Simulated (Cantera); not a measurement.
An isothermal, constant-pressure homogeneous reactor starts with H₂ : O₂ : N₂ = 0.92 : 1 : 4.3 (molar parts), at 1300 K and 0.940 bar.

Computed with Cantera and GRI-Mech 3.0 (53 species, 325 reactions). The temperature is held fixed by assumption; the heat of reaction is taken as removed at once.

x: mole fraction; the columns are a selection and need not sum to one.

| t (s) | x H₂ | x O₂ | x O | x H₂O₂ | x H₂O | x HO₂ | x N₂O |
|---|---|---|---|---|---|---|---|
| 4.00e-6 | 0.148 | 0.161 | 1.69e-8 | 1.40e-10 | 5.58e-8 | 3.98e-8 | <1e-12 |
| 1.89e-5 | 0.148 | 0.161 | 2.05e-5 | [?] | 0.000108 | 7.42e-6 | 2.19e-11 |
| 8.94e-5 | 0.00338 | 0.0937 | 0.00237 | [?] | 0.153 | 5.85e-5 | 1.55e-7 |
| 0.000423 | 0.000108 | 0.0937 | 5.70e-5 | [?] | 0.159 | 7.52e-6 | 2.21e-7 |
| 0.00200 | 4.78e-6 | 0.0937 | 4.20e-6 | [?] | 0.160 | 6.10e-7 | 2.35e-7 |
| 0.00946 | 4.71e-7 | 0.0937 | 5.99e-7 | [?] | 0.160 | 8.91e-8 | 2.37e-7 |
| 0.0447 | 9.27e-8 | 0.0937 | 1.24e-7 | [?] | 0.160 | 2.94e-8 | 2.20e-7 |
| 0.211 | 4.80e-8 | 0.0937 | 5.79e-8 | 2.67e-9 | 0.160 | 2.55e-8 | 1.45e-7 |
| 1.00 | 4.70e-8 | 0.0937 | 5.63e-8 | 2.60e-9 | 0.160 | 2.55e-8 | 3.05e-8 |

Q: What belongs in the gaps?

A: 
- 1.89e-5, x H₂O₂: 3.45e-8
- 8.94e-5, x H₂O₂: 5.86e-6
- 0.000423, x H₂O₂: 8.29e-7
- 0.00200, x H₂O₂: 1.26e-7
- 0.00946, x H₂O₂: 2.33e-8
- 0.0447, x H₂O₂: 5.43e-9
